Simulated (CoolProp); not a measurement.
Vapour-liquid equilibrium of R22 (1) + R142b (2) at -57.95 °C; x and y are mole fractions of (1).

Computed with CoolProp (multi-fluid Helmholtz-energy mixture model, Kamei 1995 and Lemmon 2006; pair parameters Bell 2016).

**Question.** Give the bubble pressure and the first vapour's composition at x = 0.35, 0.425, 0.95. Is there an azeotrope?

**Answer.** x = 0.35: 0.01917 MPa, y = 0.718; x = 0.425: 0.02156 MPa, y = 0.778; x = 0.95: 0.04030 MPa, y = 0.991. No azeotrope shows between x = 0.05 and 0.95.

The pair parameters rest on a limited set of measurements; away from them the model extrapolates.
